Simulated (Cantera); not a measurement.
**Carbon deposition, reforming and gasification: toluene + O2 + H2**

Input: 1 mol toluene, 0.074 mol O2, 8 mol H2, equilibrated at 13300 Pa.

These are equilibrium values from Cantera (NASA tables, ideal gas, pure condensed phases), not measurements of a reactor. Candidate condensed phases: C, C6H6, C7H8, C8H18, H2O; 110 gas species. The numbers say what is thermodynamically allowed, not how fast it happens.

From 600 °C to 2600 °C the condensed part is C(graphite). The main C-bearing gas is CH4 at 600 °C and C2H2 (acetylene) at 2600 °C.

```tsv
T (°C)	x H2	x H	x CH4	x C2H2 (acetylene)	x CO	n C(graphite)
600	0.935	1.24e-10	0.0523	2.07e-11	0.00828	6.30
800	0.982	3.80e-8	0.00591	7.05e-9	0.0120	6.78
1000	0.987	1.94e-6	0.00122	3.67e-7	0.0122	6.84
1200	0.987	3.44e-5	0.000382	6.42e-6	0.0122	6.85
1400	0.987	0.000310	0.000158	5.63e-5	0.0122	6.85
1600	0.986	0.00175	7.90e-5	0.000308	0.0122	6.84
1800	0.979	0.00713	4.50e-5	0.00120	0.0121	6.82
2000	0.962	0.0226	2.78e-5	0.00363	0.0120	6.76
2200	0.921	0.0586	1.77e-5	0.00888	0.0118	6.63
2400	0.841	0.129	1.09e-5	0.0180	0.0114	6.37
2600	0.713	0.243	6.09e-6	0.0302	0.0107	5.91
```
x: gas mole fraction; n: condensed amount in mol.
